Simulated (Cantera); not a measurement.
What does this Cantera script print?

```python
import numpy as np
import cantera as ct

gas = ct.Solution("gri30.yaml")
gas.TPX = 900, 67000, {'CH2O': 0.002, 'O2': 0.0045, 'N2': 1}
reactor = ct.IdealGasConstPressureReactor(gas, energy="off", clone=False)
net = ct.ReactorNet([reactor])
net.rtol, net.atol = 1e-08, 1e-18
show = ['CH2O', 'O2', 'H', 'C2H', 'NO2', 'O']
times = np.geomspace(3e-05, 2, 10)

steps = ct.SolutionArray(gas, extra=["t"])
rows = []
print(f"{'t/s':>10s}{'T/K':>9s}{'P/Pa':>11s}" + "".join(f"{s:>11s}" for s in show))
for t in times:
    while net.time < t:
        t_next = net.step()
        steps.append(gas.state, t=t_next)
    rows.append([np.interp(t, steps.t, y) for y in (steps.T, steps.P, *steps(*show).X.T)])
    print(f"{t:10.3e}{rows[-1][0]:9.1f}{rows[-1][1]:11.4g}" + "".join(f"{x:11.3e}" for x in rows[-1][2:]))
rate = np.gradient(steps.T, steps.t)
print("integrator steps:", len(steps.t))
if steps.T.max() > steps.T[0] + 200:
    print(f"time of steepest temperature rise: {steps.t[rate.argmax()]:.4e} s")
gas.TPX = 900, 67000, {'CH2O': 0.002, 'O2': 0.0045, 'N2': 1}
gas.equilibrate("TP")
print(f"equilibrium (TP): T = {gas.T:.1f} K  " + "  ".join(f"{s} {gas[s].X[0]:.3e}" for s in show))
```

Result:

```
       t/s      T/K       P/Pa       CH2O         O2          H        C2H        NO2          O
 3.000e-05    900.0    6.7e+04  1.987e-03  4.471e-03  4.461e-12  1.495e-49  5.936e-36  2.898e-14
 1.031e-04    900.0    6.7e+04  1.987e-03  4.471e-03  5.282e-12  1.076e-48  1.095e-33  4.420e-14
 3.541e-04    900.0    6.7e+04  1.987e-03  4.471e-03  5.547e-12  4.475e-48  8.323e-32  4.653e-14
 1.216e-03    900.0    6.7e+04  1.987e-03  4.471e-03  6.446e-12  2.327e-47  4.997e-30  5.409e-14
 4.179e-03    900.0    6.7e+04  1.987e-03  4.471e-03  9.622e-12  3.263e-46  3.287e-28  8.080e-14
 1.436e-02    900.0    6.7e+04  1.987e-03  4.471e-03  2.193e-11  1.908e-44  3.659e-26  1.844e-13
 4.932e-02    900.0    6.7e+04  1.986e-03  4.470e-03  9.872e-11  1.691e-41  1.718e-23  8.350e-13
 1.695e-01    900.0    6.7e+04  1.954e-03  4.448e-03  1.737e-09  1.123e-35  2.008e-19  1.612e-11
 5.822e-01    900.0    6.7e+04  6.995e-04  3.835e-03  2.850e-08  1.933e-29  5.416e-16  7.572e-10
 2.000e+00    900.0    6.7e+04  2.275e-12  3.418e-03  3.611e-08  1.063e-29  2.870e-12  5.314e-08
integrator steps: 1206
equilibrium (TP): T = 900.0 K  CH2O 4.229e-33  O2 2.483e-03  H 5.693e-17  C2H 8.330e-79  NO2 1.173e-08  O 3.299e-13
```

Computed with Cantera and GRI-Mech 3.0 (53 species, 325 reactions). Below about 1000 K GRI-Mech 3.0 lacks low-temperature oxidation paths.
